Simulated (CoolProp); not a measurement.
Vapour-liquid equilibrium of R143a (1) + fluoroethane (R161) (2) at 9.81 kPa; x and y are mole fractions of (1).

The numbers come from the multi-fluid Helmholtz-energy mixture model, Lemmon and Jacobsen 2000 and Wu 2012; pair parameters Bell 2016 in CoolProp.

### Question
Give the bubble temperature and the first vapour's composition at x = 0.45, 0.55, 0.95. Is there an azeotrope?

### Answer
x = 0.45: -83.0 °C, y = 0.599; x = 0.55: -83.8 °C, y = 0.687; x = 0.95: -86.4 °C, y = 0.970. No azeotrope shows between x = 0.05 and 0.95.

Pair parameters are fitted to limited data, so mixtures are less certain than the pure fluids.
